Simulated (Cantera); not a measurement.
Input (Python, Cantera) and output of one run.

```python
import numpy as np
import cantera as ct

gas_names = """
    Fe FeO Fe(OH)2 H HO2 H2 H2O H2O2 H2S H2SO4 O OH O2 O3 S SH SO SO2 SO3 S2 S2O S8
""".split()
cond_names = """
    Fe(a) Fe(c) Fe(d) Fe(L) FeO(s) FeO(L) Fe(OH)2(s) Fe(OH)3(s) FeS(a) FeS(b) FeS(c) FeS(L) FeSO4(s)
    FeS2(s) Fe2O3(s) Fe2S3O12(s) Fe3O4(s) H2O(s) H2O(L) H2SO4(L) S(cr1) S(cr2) S(L)
""".split()


# ... load() reads the species with a 1 bar reference pressure and builds the phases ...
atoms = {
    'FeS2': {'Fe': 1, 'S': 2},
    'H2S': {'H': 2, 'S': 1},
    'O2': {'O': 2},
}
top_T = {'FeSO4(s)': 950, 'FeS2(s)': 1010, 'Fe2O3(s)': 1830, 'Fe2S3O12(s)': 1100, 'Fe3O4(s)': 1870}  # K; cautious upper limits of use, not melting points


# ... equilibrate(T, P, feed) seeds the gas with the atoms and calls Mixture.equilibrate('TP', solver="vcs", rtol=1e-11, max_steps=5000) ...
results = []
feed = {'FeS2': 1, 'H2S': 0.068, 'O2': 9.8}  # mol
T = 1698.15  # K
for P in [1000, 4600, 21000, 96000, 440000, 2000000]:
    mix = equilibrate(T, P, feed)
    results.append((T, P, feed, dict(zip(mix.species_names, mix.species_moles))))
    x = sorted(zip(gas.X, gas.species_names), reverse=True)
    print(f"T = {T:g} K  P = {P:g} Pa  gas = {mix.phase_moles(0):.4g} mol")
    print("   x: " + "  ".join(f"{s} {v:.3e}" for v, s in x if v > 0.001))
    print("   condensed (mol): " + ("  ".join(f"{mix.phase(i).name} {mix.phase_moles(i):.4g}"
          for i in range(1, mix.n_phases) if mix.phase_moles(i) > 1e-12) or "none"))
```

It prints:

```
T = 1698.15 K  P = 1000 Pa  gas = 9.169 mol
   x: O2 7.664e-01  SO2 2.252e-01  H2O 7.203e-03
   condensed (mol): Fe3O4(s) 0.3333
T = 1698.15 K  P = 4600 Pa  gas = 9.166 mol
   x: O2 7.666e-01  SO2 2.250e-01  H2O 7.273e-03
   condensed (mol): Fe3O4(s) 0.3333
T = 1698.15 K  P = 21000 Pa  gas = 9.162 mol
   x: O2 7.667e-01  SO2 2.243e-01  H2O 7.322e-03  SO3 1.382e-03
   condensed (mol): Fe3O4(s) 0.3333
T = 1698.15 K  P = 96000 Pa  gas = 9.071 mol
   x: O2 7.644e-01  SO2 2.250e-01  H2O 7.428e-03  SO3 2.959e-03
   condensed (mol): Fe2O3(s) 0.5
T = 1698.15 K  P = 440000 Pa  gas = 9.056 mol
   x: O2 7.641e-01  SO2 2.221e-01  H2O 7.462e-03  SO3 6.252e-03
   condensed (mol): Fe2O3(s) 0.5
T = 1698.15 K  P = 2e+06 Pa  gas = 9.026 mol
   x: O2 7.633e-01  SO2 2.162e-01  SO3 1.297e-02  H2O 7.501e-03
   condensed (mol): Fe2O3(s) 0.5
```

Equilibrium computed with Cantera from the NASA thermochemical tables; the gas is ideal and each condensed phase is pure.
